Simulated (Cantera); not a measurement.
Cantera run:

```python
import numpy as np
import cantera as ct

gas_names = [...]  # 151 gases of nasa_gas.yaml made of C, H, N, O, Si
cond_names = """
    C(gr) C6H6(L) C7H8(L) C8H18(L),n-octa H2O(s) H2O(L) Si(cr) Si(L) SiC(b) SiO2(Lqz) SiO2(hqz) SiO2(L)
    Si2N2O(s) Si3N4(a)
""".split()


# ... load() reads the species with a 1 bar reference pressure and builds the phases ...
atoms = {
    'TEOS': {'Si': 1, 'C': 8, 'H': 20, 'O': 4},
    'NO': {'N': 1, 'O': 1},
    'H2': {'H': 2},
}
top_T = {'C(gr)': 4500, 'SiC(b)': 3050, 'Si2N2O(s)': 2100, 'Si3N4(a)': 2400}  # K; cautious upper limits of use, not melting points


# ... equilibrate(T, P, feed) seeds the gas with the atoms and calls Mixture.equilibrate('TP', solver="vcs", rtol=1e-11, max_steps=5000) ...
results = []
feed = {'TEOS': 1, 'NO': 5.8, 'H2': 4.8}  # mol
T = 698  # K
P = 133.322  # Pa
mix = equilibrate(T, P, feed)
results.append((T, P, feed, dict(zip(mix.species_names, mix.species_moles))))
x = sorted(zip(gas.X, gas.species_names), reverse=True)
print(f"T = {T:g} K  P = {P:g} Pa  gas = {mix.phase_moles(0):.4g} mol")
print("   x: " + "  ".join(f"{s} {v:.3e}" for v, s in x if v > 0.001))
print("   condensed (mol): " + ("  ".join(f"{mix.phase(i).name} {mix.phase_moles(i):.4g}"
      for i in range(1, mix.n_phases) if mix.phase_moles(i) > 1e-12) or "none"))
```

Output:

```
T = 698 K  P = 133.322 Pa  gas = 22.37 mol
   x: H2 6.070e-01  N2 1.296e-01  CO 1.237e-01  CO2 8.956e-02  H2O 4.581e-02  CH4 4.356e-03
   condensed (mol): C(gr) 3.131  SiO2(Lqz) 1
```

These are equilibrium values from Cantera (NASA tables, ideal gas, pure condensed phases), not measurements of a reactor. The feed counts by its element totals alone.
